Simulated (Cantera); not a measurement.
A perfectly stirred reactor is fed with CH4 : O2 : N2 = 1 : 3.51 : 38.6 (molar parts), equivalence ratio 0.57, at 500000 Pa; it is adiabatic with a 775 K inlet, and is followed from long to short residence time, starting on the burning branch (τ in s: 0.14, 0.053, 0.02, 0.0078, 0.003, 0.0011, 0.00044, 0.00017, 6.5e-05, 2.5e-05, 9.5e-06, 3.6e-06).

Computed with Cantera and GRI-Mech 3.0 (53 species, 325 reactions).

### Question
What does this change do: 1.7 parts H2 added?

### Answer
```json
[
 {"quantity": "blow-out, bracketed by the residence times tried", "before": "burning at 20.0 ms, out at 7.80 ms", "after": "burning at 0.440 ms, out at 0.170 ms"},
 {"quantity": "x(CH4) at τ = 0.140 s", "before": "9.39e-5", "after": "5.95e-6"},
 {"quantity": "x(O2) at τ = 0.140 s", "before": "0.0356", "after": "0.0150"},
 {"quantity": "x(HCO) at τ = 0.140 s", "before": "3.42e-9", "after": "2.22e-9"},
 {"quantity": "x(H2O) at τ = 0.140 s", "before": "0.0461", "after": "0.0840"},
 {"quantity": "x(H2) at τ = 0.140 s", "before": "2.97e-5", "after": "4.75e-5"},
 {"quantity": "x(CH4) at τ = 0.440 ms", "before": "0.0232", "after": "0.000410"},
 {"quantity": "x(O2) at τ = 0.440 ms", "before": "0.0814", "after": "0.0193"},
 {"quantity": "x(HCO) at τ = 0.440 ms", "before": "<1e-12", "after": "8.18e-7"},
 {"quantity": "x(H2O) at τ = 0.440 ms", "before": "<1e-12", "after": "0.0802"},
 {"quantity": "x(H2) at τ = 0.440 ms", "before": "<1e-12", "after": "0.00229"}
]
```

### Question
What does this change do: 2.7 parts H2O added?

### Answer
```tsv
quantity	before	after
blow-out, bracketed by the residence times tried	burning at 20.0 ms, out at 7.80 ms	not reached
x(CH4) at τ = 0.140 s	9.39e-5	0.0218
x(O2) at τ = 0.140 s	0.0356	0.0766
x(HCO) at τ = 0.140 s	3.42e-9	<1e-12
x(H2O) at τ = 0.140 s	0.0461	0.0589
x(H2) at τ = 0.140 s	2.97e-5	<1e-12
x(CH4) at τ = 0.440 ms	0.0232	0.0218
x(O2) at τ = 0.440 ms	0.0814	0.0766
x(HCO) at τ = 0.440 ms	<1e-12	<1e-12
x(H2O) at τ = 0.440 ms	<1e-12	0.0589
x(H2) at τ = 0.440 ms	<1e-12	<1e-12
state	not reached	not burning at any residence time tried
```

### Question
What does this change do: N2 38.6 to 61 parts?

### Answer
```csv
quantity,before,after
"blow-out, bracketed by the residence times tried","burning at 20.0 ms, out at 7.80 ms",not reached
x(CH4) at τ = 0.140 s,9.39e-5,0.0153
x(O2) at τ = 0.140 s,0.0356,0.0536
x(HCO) at τ = 0.140 s,3.42e-9,<1e-12
x(H2O) at τ = 0.140 s,0.0461,2.82e-10
x(H2) at τ = 0.140 s,2.97e-5,<1e-12
x(CH4) at τ = 0.440 ms,0.0232,0.0153
x(O2) at τ = 0.440 ms,0.0814,0.0536
x(HCO) at τ = 0.440 ms,<1e-12,<1e-12
x(H2O) at τ = 0.440 ms,<1e-12,<1e-12
x(H2) at τ = 0.440 ms,<1e-12,<1e-12
state,not reached,not burning at any residence time tried
```
